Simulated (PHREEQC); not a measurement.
PHREEQC input (ion-association model, wateq4f.dat):

```
SOLUTION_MASTER_SPECIES
  An  An-  0  An  62.0  # stands for a non-complexing anion
SOLUTION_SPECIES
  An- = An-
    -log_k 0
    -gamma 3.0 0
PHASES
  Fix_H+
    H+ = H+
    -log_k 0
SOLUTION 1
  temp 25
  units mmol/kgw
  pH 7 charge
  As(3) 0.00088
  Na 50.0009
  An 50
END
SELECTED_OUTPUT 1
  -reset false
  -pH true
  -pe true
  -ionic_strength true
  -water true
  -totals As Na As(3) As(5)
  -molalities Hfo_wOH Hfo_wOH2+ Hfo_wO- Hfo_sOH Hfo_sOH2+ Hfo_sO- Hfo_wH2AsO3
  -saturation_indices Arsenolite
USER_PUNCH 1
  -headings sigma psi
  10 PUNCH EDL("sigma", "Hfo"), EDL("psi", "Hfo")
PRINT
  -reset false
USE solution 1
SURFACE 1
  Hfo_wOH 2.47191e-05 600 0.011
  Hfo_sOH 6.17978e-07
EQUILIBRIUM_PHASES 1
  Fix_H+ -4 HAn 10
    -force_equality true
END
# ... the last block is repeated for the other 16 points of pH, with NaOH or the acid as the point needs
```

Selected output (columns that matter, 17 of 17 rows; pH added in front):

```
pH	mu	As	Na	m_Hfo_wOH	m_Hfo_wOH2+	m_Hfo_wO-	m_Hfo_sOH	m_Hfo_sOH2+	m_Hfo_sO-	m_Hfo_wH2AsO3	si_Arsenolite	sigma	psi
4	0.050128	3.8887e-07	0.050001	4.8491e-06	1.9351e-05	2.7837e-08	1.2369e-07	4.9358e-07	7.1004e-10	4.9113e-07	-11.428	0.28971	0.15907
4.5	0.050046	2.7946e-07	0.050001	8.2506e-06	1.5769e-05	9.8892e-08	2.114e-07	4.0404e-07	2.5339e-09	6.0053e-07	-11.715	0.23497	0.1484
5	0.050019	2.1815e-07	0.050001	1.1649e-05	1.2152e-05	2.5581e-07	2.9924e-07	3.1217e-07	6.5712e-09	6.6184e-07	-11.93	0.1784	0.13438
5.5	0.050009	1.8514e-07	0.050001	1.4414e-05	9.0865e-06	5.238e-07	3.7077e-07	2.3373e-07	1.3474e-08	6.9485e-07	-12.073	0.12841	0.11774
6	0.050005	1.6761e-07	0.050001	1.6332e-05	6.7726e-06	9.0223e-07	4.2041e-07	1.7434e-07	2.3225e-08	7.1237e-07	-12.16	0.088034	0.098926
6.5	0.050003	1.5883e-07	0.050001	1.748e-05	5.1617e-06	1.3561e-06	4.5014e-07	1.3292e-07	3.4922e-08	7.2114e-07	-12.208	0.057069	0.078071
7	0.050002	1.5529e-07	0.050001	1.8072e-05	4.0949e-06	1.8272e-06	4.6545e-07	1.0547e-07	4.7059e-08	7.2466e-07	-12.233	0.034007	0.055297
7.5	0.050001	1.5583e-07	0.050001	1.8334e-05	3.3899e-06	2.2715e-06	4.7217e-07	8.7305e-08	5.8501e-08	7.2412e-07	-12.246	0.01677	0.030942
8	0.050001	1.6255e-07	0.050001	1.8422e-05	2.8859e-06	2.6939e-06	4.7431e-07	7.4305e-08	6.9361e-08	7.1738e-07	-12.258	0.0028765	0.0056227
8.5	0.050004	1.8493e-07	0.050005	1.8409e-05	2.4609e-06	3.1546e-06	4.7353e-07	6.3303e-08	8.1146e-08	6.9499e-07	-12.285	-0.010406	-0.019881
9	0.050013	2.4827e-07	0.050014	1.8289e-05	2.037e-06	3.7616e-06	4.6921e-07	5.2261e-08	9.6506e-08	6.3164e-07	-12.363	-0.025865	-0.04477
9.5	0.050041	3.9183e-07	0.050042	1.7978e-05	1.5867e-06	4.6664e-06	4.585e-07	4.0467e-08	1.1901e-07	4.8808e-07	-12.572	-0.046177	-0.06837
10	0.050126	6.018e-07	0.050129	1.7263e-05	1.1284e-06	6.0498e-06	4.3648e-07	2.8532e-08	1.5297e-07	2.7814e-07	-13.025	-0.073774	-0.090235
10.5	0.050394	7.693e-07	0.050398	1.581e-05	7.0772e-07	8.0909e-06	3.9702e-07	1.7773e-08	2.0318e-07	1.1066e-07	-13.749	-0.11066	-0.11009
11	0.05124	8.4667e-07	0.051246	1.3382e-05	3.7536e-07	1.0929e-05	3.3499e-07	9.3967e-09	2.7359e-07	3.3312e-08	-14.647	-0.15816	-0.12766
11.5	0.053927	8.719e-07	0.053934	9.9698e-06	1.5612e-07	1.4585e-05	2.4933e-07	3.9043e-09	3.6475e-07	8.0845e-09	-15.621	-0.21623	-0.14226
12	0.06256	8.785e-07	0.062569	5.8908e-06	4.2321e-08	1.8784e-05	1.4728e-07	1.0581e-09	4.6964e-07	1.4909e-09	-16.633	-0.28087	-0.15182
```

Complexes and solids missing from the database can't appear.
